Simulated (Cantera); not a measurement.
A closed system holds: 1 mol MgCO3, 0.34 mol H2S, 9.2 mol CO2, at 1598 K and 100000 Pa.

Cantera equilibrium calculation (NASA polynomials, part measured and part estimated; ideal gas, pure solids and liquids). Candidate condensed phases: C, C6H6, C7H8, C8H18, H2O, H2SO4, Mg, MgCO3, MgO, Mg(OH)2, MgS, MgSO4, S; 130 gas species. The numbers say what is thermodynamically allowed, not how fast it happens.

Base state: CO2 0.846, CO 0.0917, SO2 0.0307, H2O 0.0301, H2 0.00109, SO 0.000266, S2 8.93e-5, COS 6.81e-5 (mole fractions); condensed: MgO(s).

### Question
What changes in the equilibrium state with this change: CO2 from 9.2 to 0.085 mol?

### Answer
| species | before | after |
|---|---|---|
| CO2 | 0.846 | 0.437 |
| CO | 0.0917 | 0.234 |
| H2O | 0.0301 | 0.164 |
| S2 | 8.93e-5 | 0.0734 |
| H2S | 2.40e-5 | 0.0184 |
| H2 | 0.00109 | 0.0292 |
| SO2 | 0.0307 | 0.0362 |
| CS2 | 1.30e-9 | 1.34e-5 |
| S2O | 7.89e-6 | 0.00131 |
| SH | 7.28e-6 | 0.00108 |
| COS | 6.81e-5 | 0.00497 |
| S | 1.12e-6 | 3.21e-5 |
| MgO(s), mol | 1.00 | 1.00 |
